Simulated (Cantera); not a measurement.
A Cantera script and its output.

```python
import numpy as np
import cantera as ct

gas = ct.Solution("h2o2.yaml")
gas.TPX = 375, 14000, {'H2': 1, 'O2': 0.417, 'N2': 1.54}
flame = ct.FreeFlame(gas, width=0.16)
flame.set_refine_criteria(ratio=3, slope=0.08, curve=0.16)
flame.transport_model = "mixture-averaged"
flame.solve(loglevel=0, auto=True)
z, T = flame.grid, flame.T
thick = (T[-1] - T[0]) / np.gradient(T, z).max()
show = ['H2', 'O2', 'H2O', 'H', 'HO2', 'O']
print(f"laminar burning velocity  {flame.velocity[0] * 100:.3f} cm/s")
print(f"burnt temperature         {T[-1]:.1f} K")
print(f"thermal thickness         {thick * 1e3:.4f} mm")
print(f"grid points               {len(z)}")
z0 = z[flame.heat_release_rate.argmax()]
print(f"{'z/mm':>9s}{'T/K':>9s}{'u/(m/s)':>9s}" + "".join(f"{s:>11s}" for s in show))
rows = []
for k in (-3, -2, -1.5, -1, -0.5, -0.25, 0, 0.25, 0.5, 1, 2, 4, 8):
    zz = z0 + k * thick
    rows.append([k * thick, np.interp(zz, z, T), np.interp(zz, z, flame.velocity),
                 *(np.interp(zz, z, flame.X[gas.species_index(s)]) for s in show)])
    print(f"{rows[-1][0] * 1e3:9.3f}{rows[-1][1]:9.1f}{rows[-1][2]:9.3f}" + "".join(f"{x:11.3e}" for x in rows[-1][3:]))
```

Result:

```
laminar burning velocity  313.587 cm/s
burnt temperature         2365.8 K
thermal thickness         5.2166 mm
grid points               140
     z/mm      T/K  u/(m/s)         H2         O2        H2O          H        HO2          O
  -15.650    375.0    3.136  3.382e-01  1.410e-01  2.559e-16  2.186e-19 -1.630e-16  4.101e-17
  -10.433    375.0    3.136  3.382e-01  1.410e-01  2.185e-14  1.935e-17  3.692e-14  3.303e-15
   -7.825    375.0    3.136  3.382e-01  1.410e-01  1.487e-12  1.812e-15  3.035e-12  1.689e-13
   -5.217    375.0    3.136  3.382e-01  1.410e-01  6.452e-10  1.141e-11  1.755e-09  3.954e-11
   -2.608    377.2    3.151  3.373e-01  1.412e-01  3.477e-05  7.244e-06  3.269e-05  4.652e-07
   -1.304    575.9    4.720  3.102e-01  1.372e-01  1.423e-02  5.976e-03  6.449e-05  1.062e-04
    0.000   1056.7    8.357  1.764e-01  9.211e-02  1.144e-01  6.087e-02  1.725e-05  5.462e-03
    1.304   1349.8   10.556  7.332e-02  2.828e-02  2.296e-01  9.511e-02  4.766e-06  1.067e-02
    2.608   1468.3   11.405  6.540e-02  1.953e-02  2.460e-01  8.920e-02  2.904e-06  1.066e-02
    5.217   1601.1   12.326  6.866e-02  1.679e-02  2.525e-01  7.556e-02  2.133e-06  9.978e-03
   10.433   1748.7   13.318  7.150e-02  1.404e-02  2.606e-01  6.063e-02  1.534e-06  8.615e-03
   20.866   1901.2   14.311  7.262e-02  1.103e-02  2.708e-01  4.616e-02  1.068e-06  6.758e-03
   41.733   2047.8   15.235  7.199e-02  8.015e-03  2.825e-01  3.333e-02  7.382e-07  4.750e-03
```

Cantera simulation using the H2/O2 subset of GRI-Mech 3.0, which has no nitrogen chemistry; the numbers are that mechanism's predictions, not measurements. Burning velocities carry a grid error of a few per cent, more on coarse grids.
